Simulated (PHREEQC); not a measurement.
Synthetic water in mg/kgw, 25 °C, pH 6.57, pe 12.9: Na 1820; K 168; Ca 1.12; Mg 25.2; Cl 3140; S(6) as SO4 23.3; Alkalinity as HCO3 68.1; B 0.134.

Valence states are taken as typed.

Equilibrium calculation in PHREEQC: ion-association model, wateq4f.dat.

This is a speciation only: nothing precipitates in the calculation.

Question: Order these C species by the share of C that they hold, largest first: HCO3-, NaHCO3, CO2, MgHCO3+.

Answer: HCO3- (66 %), CO2 (31 %), NaHCO3 (1.8 %), MgHCO3+ (0.34 %)

Question: Order these S species by the share of S that they hold, largest first: MgSO4, SO4-2, NaSO4-, KSO4-.

Answer: SO4-2 (83 %), NaSO4- (13 %), MgSO4 (3.2 %), KSO4- (0.94 %)

The pH is 6.57 and the ionic strength 0.0891 mol/kgw.
